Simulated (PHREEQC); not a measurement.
A made-up water analysis in mg/L, 39 °C, pH 3.83, pe 9.4:

```csv
constituent,mg/L
Na,203
K,57.6
Ca,24.2
Mg,3.98
Cl,61.3
S(6) as SO4,606
Cu(2),0.645
Al,22.7
Li,0.0752
```

Valence states are taken as typed.

Computed with PHREEQC (ion-association model, phreeqc.dat).

```json
{
 "ionic_strength": "0.0185 mol/kgw",
 "total_alkalinity": "-0.218 meq/kg",
 "charge_balance_error": "1.1 %"
}
```

```csv
species,molality,activity,log γ
Na+,0.00870,0.00760,-0.059
SO4-2,0.00510,0.00298,-0.233
Cl-,0.00173,0.00151,-0.061
K+,0.00144,0.00125,-0.061
AlSO4+,0.000626,0.000546,-0.059
Ca+2,0.000449,0.000265,-0.229
H+,0.000166,0.000148,-0.051
CaSO4,0.000155,0.000156,0.002
NaSO4-,0.000141,0.000124,-0.057
Al+3,0.000139,4.87e-5,-0.455
Mg+2,0.000103,6.16e-5,-0.224
HSO4-,6.79e-5,5.92e-5,-0.060
Al(SO4)2-,6.28e-5,5.48e-5,-0.059
MgSO4,6.06e-5,6.08e-5,0.002
KSO4-,3.77e-5,3.30e-5,-0.057
AlOH+2,1.34e-5,7.92e-6,-0.229
```

Precipitation was switched off in this run. Complexes and solids missing from the database can't appear. At this temperature some constants are extrapolated from 25 °C, and those without enthalpy data are left unchanged.
